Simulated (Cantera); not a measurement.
A perfectly stirred reactor is fed with 7.29 % CH4, 0.445 % C2H6, 0.270 % C3H8, 17.5 % O2, 65.8 % N2, 8.75 % CO2, at 750 Torr; it is adiabatic with a 623 K inlet, and is followed from long to short residence time, starting on the burning branch (τ in s: 0.39, 0.17, 0.072, 0.031, 0.013, 0.0058, 0.0025, 0.0011, 0.00046, 0.0002, 8.5e-05, 3.7e-05, 1.6e-05).

Detailed kinetics in Cantera: GRI-Mech 3.0 (53 species, 325 reactions).

x: mole fraction; the columns are a selection and need not sum to one.

```json
[
 {"τ (s)": "0.39", "T (K)": "2221", "x CH4": "9.36e-7", "x C2H6": "5.56e-9", "x C3H8": "3.85e-9", "x NO": "0.00147", "x CO": "0.0148", "x N2O": "1.18e-7"},
 {"τ (s)": "0.17", "T (K)": "2215", "x CH4": "1.98e-6", "x C2H6": "1.27e-8", "x C3H8": "8.65e-9", "x NO": "0.00110", "x CO": "0.0155", "x N2O": "1.23e-7"},
 {"τ (s)": "0.072", "T (K)": "2202", "x CH4": "4.08e-6", "x C2H6": "2.96e-8", "x C3H8": "1.97e-8", "x NO": "0.000741", "x CO": "0.0169", "x N2O": "1.27e-7"},
 {"τ (s)": "0.031", "T (K)": "2179", "x CH4": "___", "x C2H6": "___", "x C3H8": "___", "x NO": "___", "x CO": "___", "x N2O": "1.32e-7"},
 {"τ (s)": "0.013", "T (K)": "2144", "x CH4": "___", "x C2H6": "___", "x C3H8": "___", "x NO": "___", "x CO": "___", "x N2O": "1.34e-7"},
 {"τ (s)": "0.0058", "T (K)": "2101", "x CH4": "2.67e-5", "x C2H6": "3.27e-7", "x C3H8": "1.86e-7", "x NO": "0.000205", "x CO": "0.0268", "x N2O": "1.33e-7"},
 {"τ (s)": "0.0025", "T (K)": "2048", "x CH4": "5.01e-5", "x C2H6": "6.93e-7", "x C3H8": "3.72e-7", "x NO": "0.000135", "x CO": "0.0314", "x N2O": "1.29e-7"},
 {"τ (s)": "0.0011", "T (K)": "1990", "x CH4": "9.67e-5", "x C2H6": "1.43e-6", "x C3H8": "7.33e-7", "x NO": "9.01e-5", "x CO": "0.0360", "x N2O": "1.23e-7"},
 {"τ (s)": "0.00046", "T (K)": "1924", "x CH4": "0.000207", "x C2H6": "3.17e-6", "x C3H8": "1.57e-6", "x NO": "5.85e-5", "x CO": "0.0408", "x N2O": "1.14e-7"},
 {"τ (s)": "0.00020", "T (K)": "1858", "x CH4": "0.000479", "x C2H6": "7.35e-6", "x C3H8": "3.55e-6", "x NO": "3.73e-5", "x CO": "0.0458", "x N2O": "1.03e-7"},
 {"τ (s)": "8.5e-5", "T (K)": "1770", "x CH4": "0.00159", "x C2H6": "2.46e-5", "x C3H8": "1.15e-5", "x NO": "1.87e-5", "x CO": "0.0535", "x N2O": "8.09e-8"},
 {"τ (s)": "3.7e-5", "T (K)": "623", "x CH4": "0.0729", "x C2H6": "0.00445", "x C3H8": "0.00270", "x NO": "<1e-12", "x CO": "<1e-12", "x N2O": "<1e-12"},
 {"τ (s)": "1.6e-5", "T (K)": "623", "x CH4": "0.0729", "x C2H6": "0.00445", "x C3H8": "0.00270", "x NO": "<1e-12", "x CO": "<1e-12", "x N2O": "<1e-12"}
]
```

**Question.** Complete the blanks.

**Answer.** 
- 0.031, x CH4: 7.85e-6
- 0.031, x C2H6: 6.77e-8
- 0.031, x C3H8: 4.32e-8
- 0.031, x NO: 0.000485
- 0.031, x CO: 0.0193
- 0.013, x CH4: 1.48e-5
- 0.013, x C2H6: 1.56e-7
- 0.013, x C3H8: 9.35e-8
- 0.013, x NO: 0.000311
- 0.013, x CO: 0.0228
